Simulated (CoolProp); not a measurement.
Saturated liquid density (kg/m³) of ammonia: the reference equation beside estimates from Tc = 132.4 °C, pc = 113.6 bar, ω = 0.256. Rackett uses Z = 0.29056 − 0.08775 ω.

Model: reference Helmholtz-energy equation of state, Gao 2020, in CoolProp.

```tsv
T (°C)	reference	Rackett	Redlich-Kwong
35.35	587.0	513.4	442.0
40.75	578.4	506.2	434.1
46.15	569.5	498.7	426.0
51.55	560.3	491.1	417.6
56.95	550.8	483.1	408.8
62.35	541.0	475.0	399.7
67.75	530.7	466.5	390.3
73.15	520.0	457.6	380.4
78.55	508.8	448.3	370.1
83.95	497.0	438.6	359.2
89.35	484.4	428.3	347.7
94.85	470.7	417.0	335.3
100.25	456.1	405.2	322.3
105.65	440.1	392.1	308.2
111.05	422.0	377.6	292.7
```

Absolute difference from the reference over all 15 rows, mean and median: Rackett 11.8 and 12.0 %, Redlich-Kwong 27.2 and 26.8 %.
